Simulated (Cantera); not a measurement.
Ammonia decomposition in nitride growth gas

A perfectly stirred reactor is fed with 51.4 % NH3, 44.2 % N2, 4.47 % H2, at 518 Torr; it is held at 1475 K, and followed from long to short residence time.

Computed with Cantera and the gas-phase N/H chemistry of the illustrative SiF4/NH3 mechanism in the Surface Chemkin manual (1991). Walls and surfaces, which speed up NH3 decomposition in real reactors, are not modelled.

| τ (s) | x NH3 | x NH | x N2H2 | x H | x NH2 |
|---|---|---|---|---|---|
| 16 | 0.426 | 5.30e-8 | 9.58e-8 | 3.11e-6 | 2.21e-5 |
| 6.6 | 0.469 | 5.83e-8 | 1.22e-7 | 2.14e-6 | 2.47e-5 |
| 2.6 | 0.494 | 6.08e-8 | 1.40e-7 | 1.57e-6 | 2.62e-5 |
| 1.1 | 0.505 | 6.14e-8 | 1.48e-7 | 1.31e-6 | 2.68e-5 |
| 0.42 | 0.510 | 6.10e-8 | 1.50e-7 | 1.18e-6 | 2.70e-5 |
| 0.17 | 0.512 | 5.97e-8 | 1.48e-7 | 1.12e-6 | 2.68e-5 |
| 0.068 | 0.513 | 5.63e-8 | 1.39e-7 | 1.06e-6 | 2.60e-5 |
| 0.027 | 0.513 | 4.82e-8 | 1.17e-7 | 9.73e-7 | 2.40e-5 |
| 0.011 | 0.514 | 3.23e-8 | 7.57e-8 | 7.87e-7 | 1.95e-5 |
| 0.0044 | 0.514 | 1.19e-8 | 2.57e-8 | 4.68e-7 | 1.16e-5 |
x: mole fraction; the columns are a selection and need not sum to one.
